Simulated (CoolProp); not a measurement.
Vapour pressure (bar) of n-nonane: the reference equation beside estimates from Tc = 594.5 K, pc = 22.82 bar, ω = 0.443. Clausius-Clapeyron is anchored at 480.4 K with a constant enthalpy of vaporisation of 31.63 kJ/mol.

Computed with CoolProp (reference Helmholtz-energy equation of state, Lemmon 2006). It is a short technical equation, of lower accuracy than the large ones.

| T (K) | reference | Lee-Kesler | Clausius-Clapeyron | van der Waals | Redlich-Kwong | Soave-Redlich-Kwong | Peng-Robinson |
|---|---|---|---|---|---|---|---|
| 466.8 | 2.790 | 2.815 | 2.923 | 8.016 | 4.904 | 2.827 | 2.800 |
| 473.6 | 3.212 | 3.242 | 3.286 | 8.576 | 5.443 | 3.260 | 3.226 |
| 480.4 | 3.682 | 3.717 | 3.682 | 9.159 | 6.021 | 3.743 | 3.701 |
| 487.1 | 4.194 | 4.234 | 4.105 | 9.758 | 6.632 | 4.270 | 4.219 |
| 493.9 | 4.768 | 4.813 | 4.571 | 10.39 | 7.293 | 4.860 | 4.800 |
| 500.6 | 5.389 | 5.440 | 5.068 | 11.04 | 7.987 | 5.501 | 5.432 |
| 507.4 | 6.082 | 6.138 | 5.611 | 11.72 | 8.736 | 6.214 | 6.135 |
| 514.1 | 6.828 | 6.890 | 6.187 | 12.42 | 9.519 | 6.983 | 6.895 |

Absolute difference from the reference over all 8 rows, mean and median: Lee-Kesler 0.9 and 0.9 %, Clausius-Clapeyron 4.6 and 4.4 %, van der Waals 129.1 and 125.3 %, Redlich-Kwong 56.4 and 55.5 %, Soave-Redlich-Kwong 1.8 and 1.9 %, Peng-Robinson 0.7 and 0.6 %.
